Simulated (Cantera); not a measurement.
An adiabatic, constant-pressure homogeneous reactor starts with CH₄ : C₂H₆ : O₂ : N₂ = 1 : 0.1 : 5.88 : 22.1 (molar parts), at 1525 K and 5.00 bar. Integrator tolerance rtol = 1e-08.

Cantera simulation using GRI-Mech 3.0 (53 species, 325 reactions); the numbers are that mechanism's predictions, not measurements.

```
quantity                                                              before                                      after
---------------------------------  -----------------------------------------  -----------------------------------------
time of steepest temperature rise                                    63.0 µs                                   0.482 ms
temperature at 1.00 s                                                 2320 K                                     2278 K
equilibrium temperature                                               2320 K                                     2278 K
x(CH₄) at 1.00 s                       <1e-12 (gas-phase equilibrium <1e-12)      <1e-12 (gas-phase equilibrium <1e-12)
x(C₂H₆) at 1.00 s                      <1e-12 (gas-phase equilibrium <1e-12)      <1e-12 (gas-phase equilibrium <1e-12)
x(O₂) at 1.00 s                          0.114 (gas-phase equilibrium 0.114)        0.114 (gas-phase equilibrium 0.114)
x(H) at 1.00 s                       7.43e-5 (gas-phase equilibrium 7.43e-5)  0.000468 (gas-phase equilibrium 0.000467)
x(HCO) at 1.00 s                   4.97e-11 (gas-phase equilibrium 4.97e-11)  5.78e-11 (gas-phase equilibrium 5.78e-11)
x(O) at 1.00 s                     0.000846 (gas-phase equilibrium 0.000846)    0.00285 (gas-phase equilibrium 0.00285)
```

Task: What was changed between the two runs?
A. pressure from 5.00 bar to 0.270 bar
B. constant volume in place of constant pressure
C. initial temperature 1525 to 1500 K
D. C2H6 0.1 to 0.23 parts

Result: A, pressure from 5.00 bar to 0.270 bar
